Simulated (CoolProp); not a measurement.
Vapour-liquid equilibrium of ethylene (1) + 1-butene (2) at 149 kPa; x and y are mole fractions of (1).

The numbers come from the multi-fluid Helmholtz-energy mixture model, Smukala 2000 and Lemmon 2005; pair parameters Bell 2016 in CoolProp.

```
x     bubble temperature, mixture model (K)  bubble temperature, Raoult's law (K)  y, mixture model  y, Raoult's law
----  -------------------------------------  ------------------------------------  ----------------  ---------------
0.05                                  250.3                                 247.0             0.666            0.722
0.2                                   212.4                                 211.9             0.963            0.967
0.35                                  197.9                                 198.1             0.989            0.990
0.5                                   189.8                                 190.1             0.996            0.996
0.65                                  184.4                                 184.6             0.998            0.998
0.8                                   180.4                                 180.5             0.999            0.999
0.95                                  177.2                                 177.2             1.000            1.000
```

The largest gap from Raoult's law is +3.3 K in bubble temperature, at x = 0.05. No azeotrope shows between x = 0.05 and 0.95.

Pair parameters are fitted to limited data, so mixtures are less certain than the pure fluids. The gap from Raoult's law changes sign with composition, which may be real or a fault of the pair parameters; it wasn't checked against measurements.
